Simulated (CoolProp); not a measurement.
Properties of cis-2-butene along the isotherm 377.4 K.

Model: reference Helmholtz-energy equation of state, Lemmon 2005, in CoolProp. It is a short technical equation, of lower accuracy than the large ones.

```csv
p (MPa),phase,density (kg/m³),cv (kJ/(kg K)),Joule-Thomson coefficient (K/MPa),expansivity (1/kK)
0.134,gas,2.440,1.607,14.19,2.812
0.238,gas,4.397,1.615,14.44,2.950
0.424,gas,8.053,1.629,14.93,3.231
0.753,gas,15.11,1.659,15.98,3.870
1.34,gas,30.52,1.731,18.88,5.955
2.38,liquid,507.1,1.774,0.2717,3.666
4.24,liquid,515.6,1.770,0.1595,3.239
7.53,liquid,528.0,1.766,0.02806,2.752
13.4,liquid,545.2,1.764,-0.1089,2.254
23.8,liquid,567.4,1.766,-0.2339,1.795
42.4,liquid,595.5,1.775,-0.3360,1.400
```
